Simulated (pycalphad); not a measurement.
An equivalent pycalphad script:

```python
from pycalphad import Database, equilibrium, calculate, variables as v
import numpy as np
db = Database('COST507.tdb')
comps = ['SI', 'SN', 'VA']
phases = ['BCT_A5', 'DIAMOND_A4', 'LIQUID']
eq = equilibrium(db, comps, phases, {v.X('SN'): 0.0117, v.T: np.arange(1850, 499, -40), v.P: 101325, v.N: 1}, output=['HM', 'SM'])
```

CALPHAD calculation (pycalphad, COST 507 light-alloy database (1999)), 1 atm. These are 1990s assessments: newer ones move some temperatures and phases. Amounts are mole fractions of atoms.

Results at three of the temperatures:

```
T = 1730.00 K, P = 101325 Pa, N = 1 mol of atoms
G = -73631 J/mol, H = 87336 J/mol, S = 93.04 J/(mol K)  (SER reference)
chemical potentials (J/mol): Si -72324, Sn -184022
phase             fraction      x(Si)      x(Sn)
LIQUID              1.0000     0.9883     0.0117
```

```
T = 930.00 K, P = 101325 Pa, N = 1 mol of atoms
G = -27586 J/mol, H = 15230 J/mol, S = 46.04 J/(mol K)  (SER reference)
chemical potentials (J/mol): Si -27135, Sn -65735
phase             fraction      x(Si)      x(Sn)
DIAMOND_A4          0.9883     1.0000    4.4e-07
LIQUID              0.0117     0.0017     0.9983
```

```
T = 610.00 K, P = 101325 Pa, N = 1 mol of atoms
G = -14452 J/mol, H = 7163 J/mol, S = 35.43 J/(mol K)  (SER reference)
chemical potentials (J/mol): Si -14194, Sn -36232
phase             fraction      x(Si)      x(Sn)
DIAMOND_A4          0.9883     1.0000   3.08e-07
LIQUID              0.0117   8.85e-06     1.0000
```

Changes of the phase set, refined by bisection:

```tsv
T (K)	phases above	phases below
1681.8	LIQUID	DIAMOND_A4 + LIQUID
```

DIAMOND_A4 is diamond (Si).
